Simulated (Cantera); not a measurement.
A closed system holds: 1 mol borazine, 0.92 mol H2O, held at 2400 K and 14000 Pa.

Equilibrium computed with Cantera from the NASA thermochemical tables; the gas is ideal and each condensed phase is pure. Candidate condensed phases: B, BN, B2O3, B3O3H3, H2O; 39 gas species. The feed counts by its element totals alone. Mutual solubility and eutectic melting of coexisting phases are not modelled. The tables' values for BH2 are old estimates; treat these amounts as uncertain. Gases not in the tables: B2H6 and higher boranes. Equilibrium is a limit: real reactors are often held back by kinetics, nucleation or transport.

Base state: H2 0.674, N2 0.135, HBO 0.0867, BO 0.0467, H 0.0349, B2O2 0.0185, BH2 0.00201, B2O 0.00149 (mole fractions); condensed: B(l) + BN(s).

Q: What changes in the equilibrium state with this change: pressure from 14000 Pa to 32000 Pa?

A: 
| species | before | after |
|---|---|---|
| H2 | 0.674 | 0.722 |
| HBO | 0.0867 | 0.0999 |
| N2 | 0.135 | 0.0929 |
| H | 0.0349 | 0.0239 |
| BO | 0.0467 | 0.0344 |
| B2O2 | 0.0185 | 0.0229 |
| B | 0.000228 | 7.93e-5 |
| B2O3 | 0.000280 | 0.000737 |
| B(l), mol | 0.494 | 0 |
| BN(s), mol | 1.57 | 2.07 |
